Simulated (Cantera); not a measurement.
What does this Cantera script print?

```python
import numpy as np
import cantera as ct

gas_names = [...]  # 113 gases of nasa_gas.yaml made of C, H, O, Ta
cond_names = """
    C(gr) C6H6(L) C7H8(L) C8H18(L),n-octa H2O(s) H2O(L) Ta(cr) Ta(L) TaC(s) TaC(L) Ta2O5(s) Ta2O5(L)
""".split()


# ... load() reads the species with a 1 bar reference pressure and builds the phases ...
atoms = {
    'Ta': {'Ta': 1},
    'CO2': {'C': 1, 'O': 2},
    'H2': {'H': 2},
}
top_T = {'C(gr)': 4500}  # K; cautious upper limits of use, not melting points


# ... equilibrate(T, P, feed) seeds the gas with the atoms and calls Mixture.equilibrate('TP', solver="vcs", rtol=1e-11, max_steps=5000) ...
results = []
T = 1800  # K
P = 110000  # Pa
for m in [36, 44, 55, 68, 85, 110, 130, 160, 200, 250, 310]:
    feed = {'Ta': 1, 'CO2': 4.2, 'H2': m}  # mol
    mix = equilibrate(T, P, feed)
    results.append((T, P, feed, dict(zip(mix.species_names, mix.species_moles))))
    x = sorted(zip(gas.X, gas.species_names), reverse=True)
    print(f"T = {T:g} K  P = {P:g} Pa  n(H2) = {m:g} mol  gas = {mix.phase_moles(0):.4g} mol")
    print("   x: " + "  ".join(f"{s} {v:.3e}" for v, s in x if v > 0.0001))
    print("   condensed (mol): " + ("  ".join(f"{mix.phase(i).name} {mix.phase_moles(i):.4g}"
          for i in range(1, mix.n_phases) if mix.phase_moles(i) > 1e-12) or "none"))
```

It prints:

```
T = 1800 K  P = 110000 Pa  n(H2) = 36 mol  gas = 40.21 mol
   x: H2 8.542e-01  CO 1.032e-01  H2O 4.099e-02  CO2 1.296e-03  H 3.155e-04
   condensed (mol): Ta2O5(s) 0.5
T = 1800 K  P = 110000 Pa  n(H2) = 44 mol  gas = 48.21 mol
   x: H2 8.782e-01  CO 8.624e-02  H2O 3.438e-02  CO2 8.838e-04  H 3.199e-04
   condensed (mol): Ta2O5(s) 0.5
T = 1800 K  P = 110000 Pa  n(H2) = 55 mol  gas = 59.21 mol
   x: H2 9.006e-01  CO 7.036e-02  H2O 2.814e-02  CO2 5.754e-04  H 3.240e-04
   condensed (mol): Ta2O5(s) 0.5
T = 1800 K  P = 110000 Pa  n(H2) = 68 mol  gas = 72.21 mol
   x: H2 9.183e-01  CO 5.778e-02  H2O 2.316e-02  CO2 3.815e-04  H 3.272e-04
   condensed (mol): Ta2O5(s) 0.5
T = 1800 K  P = 110000 Pa  n(H2) = 85 mol  gas = 89.21 mol
   x: H2 9.338e-01  CO 4.683e-02  H2O 1.881e-02  H 3.299e-04  CO2 2.469e-04
   condensed (mol): Ta2O5(s) 0.5
T = 1800 K  P = 110000 Pa  n(H2) = 110 mol  gas = 114.2 mol
   x: H2 9.482e-01  CO 3.662e-02  H2O 1.473e-02  H 3.324e-04  CO2 1.490e-04
   condensed (mol): Ta2O5(s) 0.5
T = 1800 K  P = 110000 Pa  n(H2) = 130 mol  gas = 134.2 mol
   x: H2 9.558e-01  CO 3.118e-02  H2O 1.256e-02  H 3.338e-04  CO2 1.073e-04
   condensed (mol): Ta2O5(s) 0.5
T = 1800 K  P = 110000 Pa  n(H2) = 160 mol  gas = 164.2 mol
   x: H2 9.638e-01  CO 2.550e-02  H2O 1.028e-02  H 3.352e-04
   condensed (mol): Ta2O5(s) 0.5
T = 1800 K  P = 110000 Pa  n(H2) = 200 mol  gas = 204.2 mol
   x: H2 9.708e-01  CO 2.052e-02  H2O 8.278e-03  H 3.364e-04
   condensed (mol): Ta2O5(s) 0.5
T = 1800 K  P = 110000 Pa  n(H2) = 250 mol  gas = 254.2 mol
   x: H2 9.765e-01  CO 1.649e-02  H2O 6.658e-03  H 3.374e-04
   condensed (mol): Ta2O5(s) 0.5
T = 1800 K  P = 110000 Pa  n(H2) = 310 mol  gas = 314.3 mol
   x: H2 9.809e-01  CO 1.335e-02  H2O 5.391e-03  H 3.381e-04
   condensed (mol): Ta2O5(s) 0.5
```

Cantera equilibrium calculation (NASA polynomials, part measured and part estimated; ideal gas, pure solids and liquids).
